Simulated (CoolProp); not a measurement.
Vapour-liquid equilibrium of propylene (1) + R115 (2) at 54.95 °C; x and y are mole fractions of (1).

The numbers come from the multi-fluid Helmholtz-energy mixture model, Lemmon 2013 and Lemmon 2016; pair parameters Bell 2016 in CoolProp.

| x | bubble pressure, mixture model (MPa) | bubble pressure, Raoult's law (MPa) | y, mixture model | y, Raoult's law |
|---|---|---|---|---|
| 0.05 | … | 1.869 | 0.071 | 0.061 |
| 0.125 | … | 1.902 | 0.168 | 0.150 |
| 0.2 | 2.146 | 1.934 | … | 0.236 |
| 0.275 | 2.237 | 1.966 | … | 0.319 |
| 0.35 | … | 1.999 | 0.406 | 0.399 |
| 0.425 | 2.380 | 2.031 | … | 0.477 |
| 0.5 | 2.430 | 2.064 | 0.536 | 0.552 |
| 0.575 | 2.463 | 2.096 | 0.597 | 0.625 |
| 0.65 | 2.480 | 2.128 | 0.657 | 0.696 |
| 0.725 | 2.480 | 2.161 | 0.718 | 0.765 |
| 0.8 | 2.460 | 2.193 | … | 0.832 |
| 0.875 | 2.418 | 2.226 | 0.853 | 0.896 |
| 0.95 | 2.347 | 2.258 | … | 0.959 |

Task: What belongs in the gaps?

Result: 
- 0.05, bubble pressure, mixture model (MPa): 1.928
- 0.125, bubble pressure, mixture model (MPa): 2.042
- 0.2, y, mixture model: 0.255
- 0.275, y, mixture model: 0.334
- 0.35, bubble pressure, mixture model (MPa): 2.316
- 0.425, y, mixture model: 0.473
- 0.8, y, mixture model: 0.782
- 0.95, y, mixture model: 0.935

The largest gap from Raoult's law is +17.7 % in bubble pressure, at x = 0.5. y crosses x between x = 0.65 and 0.725: the model has an azeotrope there.

Pair parameters are fitted to limited data, so mixtures are less certain than the pure fluids.
